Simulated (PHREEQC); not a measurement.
Dissolve 6 mmol/kgw K2HPO4, 87 mmol/kgw Na2HPO4 and 0.352 mmol/kgw H3BO3 at 32 °C. Closed to the air; pH follows from the charge balance.

Model: ion-association model, phreeqc.dat, run in PHREEQC.

```json
{
  "pH": "8.99",
  "ionic_strength": "0.263 mol/kgw",
  "density": "1.007 g/cm³",
  "total_alkalinity": "93.0 meq/kg"
}
```

```csv
species,molality,activity,log γ
Na+,0.167,0.122,-0.135
HPO4-2,0.0844,0.0225,-0.574
K+,0.0115,0.00792,-0.163
NaHPO4-,0.00736,0.00535,-0.138
H2PO4-,0.000492,0.000358,-0.138
KHPO4-,0.000478,0.000347,-0.138
PO4-3,0.000300,1.13e-5,-1.423
```

Precipitation was switched off in this run.
